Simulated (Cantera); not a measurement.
Feed: 1 mol V, 0.34 mol N₂O, 38 mol H₂, equilibrated at 2177 °C and 2.30e-6 bar.

Method: chemical equilibrium by Gibbs-energy minimisation in Cantera with the NASA 1993 tables (ideal gas, pure condensed phases). Candidate condensed phases: H₂O, V, VN, VO, V₂O₃, V₂O₄, V₂O₅; 28 gas species. Kinetics and transport are ignored.

Base state: H 0.974, V 0.0121, H₂ 0.00540, N₂ 0.00440, O 0.00346, VO 0.000893, OH 2.89e-5 (mole fractions); condensed: gas only.

### Question
What changes in the equilibrium state with this change: pressure from 2.30e-6 bar to 5.50 bar?

### Answer
```tsv
species	before	after
H₂	0.00540	0.981
N₂	0.00440	0.00883
H	0.974	0.00849
V	0.0121	9.10e-5
O	0.00346	1.26e-8
H₂O	8.22e-7	0.00130
VO	0.000893	5.87e-5
OH	2.89e-5	2.20e-6
V(l), mol	0	0.707
VO(l), mol	0	0.287
```
Each liquid is taken as pure. Mutual solubility and eutectic melting of coexisting phases are not modelled. VO: taken at fixed stoichiometry. Condensed phases not in the tables: V₂N, N, O or C dissolved in the metal.
